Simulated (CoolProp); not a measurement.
Aqueous potassium acetate as a coolant, 45 % by mass, freezing at -52.0 °C, 1 atm.

The numbers come from the Melinder's fits for secondary coolants in CoolProp.

```
T (°C)  cp (kJ/(kg K))  viscosity (mPa s)  density (kg/m³)  conductivity (W/(m K))
------  --------------  -----------------  ---------------  ----------------------
-40.4            2.675                108             1269                   0.395
-33.5            2.693               59.8             1267                   0.402
-26.5            2.712               35.4             1265                   0.409
-19.6            2.730               22.5             1263                   0.416
-12.7            2.748               15.2             1260                   0.423
-5.8             2.766               10.8             1258                   0.430
1.1              2.783               8.01             1255                   0.437
8                2.801               6.19             1251                   0.444
14.9             2.818               4.94             1248                   0.451
21.8             2.836               4.04             1245                   0.458
28.8             2.853               3.36             1241                   0.465
35.7             2.870               2.84             1237                   0.472
```
